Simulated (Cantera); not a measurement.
## Thermodynamics of iron carbonyl, mercury and lead vapours, feed PbO + O2 + H2

Input: 1 mol PbO, a varied amount of O2, 0.51 mol H2, equilibrated at 1223 K and 41.0 Pa.

Cantera equilibrium calculation (NASA polynomials, part measured and part estimated; ideal gas, pure solids and liquids). Candidate condensed phases: H2O, Pb, PbO, PbO2, Pb3O4; 12 gas species. Gases not in the tables: (PbO)n polymers. Rates play no part.

From 0.2 mol O2 to 1.7 mol O2 the condensed part is PbO(l). The share of Pb in condensed phases is highest at 0.39 mol O2 (74.5 %) and lowest at 1.7 mol O2 (25.9 %).

```tsv
n(O2) (mol)	x H2O	x O2	x PbO	x Pb	n PbO(l)
0.2	0.599	0.00237	0.265	0.134	0.661
0.39	0.562	0.157	0.265	0.0165	0.745
0.57	0.443	0.280	0.265	0.0123	0.681
0.76	0.361	0.363	0.265	0.0108	0.611
0.95	0.305	0.420	0.265	0.0101	0.540
1.1	0.271	0.454	0.265	0.00968	0.484
1.3	0.237	0.489	0.265	0.00933	0.409
1.5	0.210	0.517	0.265	0.00908	0.334
1.7	0.188	0.538	0.265	0.00890	0.259
```
x: gas mole fraction; n: condensed amount in mol.
